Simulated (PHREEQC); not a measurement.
Consider water at 20 °C with 0.1 mol CaCl2, 9.7e-05 mol NaF and 0.012 mol NaCl per kg of water. Closed to the air; pH follows from the charge balance.

All values are PHREEQC results (ion-association model, phreeqc.dat), not measurements.

```
quantity                before    after
---------------------  -------  -------
pH                        6.96     6.39
NaF (mol/kgw)          3.08e-7  2.87e-7
CaOH+ (mol/kgw)        5.88e-8  1.45e-8
SI of Fluorite (CaF2)    +0.75    +0.25
SI of Halite (NaCl)      -4.46    -4.52
```

Task: Which change was made?
A. 0.0061 mol/kgw NaOH added
B. NaCl from 0.012 to 0.06 mol/kgw
C. temperature from 20 to 70 °C
D. NaCl replaced by NaBr at the same molality
E. temperature from 20 to 45 °C

Result: C, temperature from 20 to 70 °C

This is a speciation only: nothing precipitates in the calculation. Some of these states are supersaturated (in Fluorite, for instance). Away from 25 °C the constants follow the database's enthalpies or fits; those with neither stay at their 25 °C values.
